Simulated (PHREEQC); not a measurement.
## City or well water (model solution)

Model water analysis in mg/kgw, 20 °C, pH 8.33, pe 11.2:

| constituent | mg/kgw |
|---|---|
| Na | 22.5 |
| K | 10.5 |
| Ca | 17.1 |
| Mg | 30 |
| Cl | 82.4 |
| S(6) as SO4 | 82.7 |
| Alkalinity as HCO3 | 22.4 |
| Sr | 0.22 |

Cl is adjusted to close the charge balance.
Valence states are taken as typed.

Computed with PHREEQC (ion-association model, wateq4f.dat).

This is a speciation only: nothing precipitates in the calculation.

### Question
Predict the ionic strength.

### Answer
ionic strength 0.00660 mol/kgw.

### Question
In which forms is Mg present?

### Answer
Mg+2 92 %, MgSO4 7.2 % of the Mg.

Complexes and solids missing from the database can't appear.
